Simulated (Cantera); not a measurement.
Hydrocarbon pyrolysis for carbon deposition

An isothermal, constant-pressure homogeneous reactor starts with 45.5 % C₃H₈, 54.5 % H₂, at 1925 K and 20.0 Torr.

Computed with Cantera and GRI-Mech 3.0 (53 species, 325 reactions). GRI-Mech 3.0 was tuned for natural gas; its chemistry of propane as a main component is partial and can be far from experiment. GRI-Mech 3.0 stops at C3 and has no aromatics, soot or wall deposition, so with more carbon than oxygen in the feed, carbon stays in small species such as C2H2 where larger ones or solid carbon would form. Radical loss at walls, strong at low pressure, is not modelled.

| t (s) | x C₃H₈ | x H₂ | x CH₄ | x CH₂ | x C₂H | x CH₃ | x H |
|---|---|---|---|---|---|---|---|
| 0.000300 | 1.51e-6 | 0.541 | 0.172 | 4.94e-5 | 2.24e-5 | 0.0246 | 0.00411 |
| 0.000976 | 2.26e-7 | 0.586 | 0.143 | 2.10e-5 | 1.48e-5 | 0.0114 | 0.00247 |
| 0.00318 | 6.37e-8 | 0.621 | 0.105 | 1.43e-5 | 1.35e-5 | 0.00735 | 0.00225 |
| 0.0103 | 1.14e-8 | 0.661 | 0.0569 | 1.08e-5 | 1.51e-5 | 0.00428 | 0.00254 |
| 0.0337 | 6.20e-10 | 0.693 | 0.0190 | 7.10e-6 | 1.89e-5 | 0.00175 | 0.00323 |
| 0.110 | 8.58e-12 | 0.704 | 0.00378 | 3.24e-6 | 2.57e-5 | 0.000470 | 0.00441 |
| 0.357 | <1e-12 | 0.707 | 0.000759 | 8.80e-7 | 2.87e-5 | 0.000105 | 0.00492 |
| 1.16 | <1e-12 | 0.707 | 0.000261 | 3.14e-7 | 2.89e-5 | 3.65e-5 | 0.00496 |
| 3.78 | <1e-12 | 0.707 | 0.000207 | 2.49e-7 | 2.89e-5 | 2.88e-5 | 0.00496 |
| 12.3 | <1e-12 | 0.707 | 0.000206 | 2.49e-7 | 2.89e-5 | 2.88e-5 | 0.00496 |
| 40.0 | <1e-12 | 0.707 | 0.000206 | 2.49e-7 | 2.89e-5 | 2.88e-5 | 0.00496 |
x: mole fraction; the columns are a selection and need not sum to one.

Equilibrium at this temperature and pressure: C₃H₈ <1e-12, H₂ 0.707, CH₄ 0.000206, CH₂ 2.49e-7, C₂H 2.89e-5, CH₃ 2.88e-5, H 0.00496 (gas phase only).
